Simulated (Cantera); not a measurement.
A perfectly stirred reactor is fed with CO : H2 : O2 : N2 = 1 : 0.035 : 0.47 : 1.77 (molar parts), equivalence ratio 1.1, at 3680 Torr; it is adiabatic with a 700 K inlet, and is followed from long to short residence time, starting on the burning branch (τ in s: 0.036, 0.017, 0.0076, 0.0035, 0.0016, 0.00074, 0.00034, 0.00016, 7.1e-05, 3.3e-05, 1.5e-05, 6.9e-06, 3.2e-06).

Computed with Cantera and GRI-Mech 3.0 (53 species, 325 reactions). The hydrogen kinetics of GRI-Mech 3.0 are dated; newer H2 mechanisms differ, most at raised pressure.

Q: What does this change do: pressure from 3680 Torr to 7500 Torr?

A: 
```csv
quantity,before,after
"blow-out, bracketed by the residence times tried","burning at 33.0 µs, out at 15.0 µs","burning at 15.0 µs, out at 6.90 µs"
x(CO) at τ = 36.0 ms,0.0732,0.0675
x(H2) at τ = 36.0 ms,0.000421,0.000383
x(O2) at τ = 36.0 ms,0.0157,0.0131
x(CO2) at τ = 36.0 ms,0.276,0.282
x(N2O) at τ = 36.0 ms,7.58e-7,1.05e-6
x(CO) at τ = 0.340 ms,0.116,0.0951
x(H2) at τ = 0.340 ms,0.000713,0.000555
x(O2) at τ = 0.340 ms,0.0376,0.0281
x(CO2) at τ = 0.340 ms,0.224,0.249
x(N2O) at τ = 0.340 ms,1.45e-6,2.12e-6
```
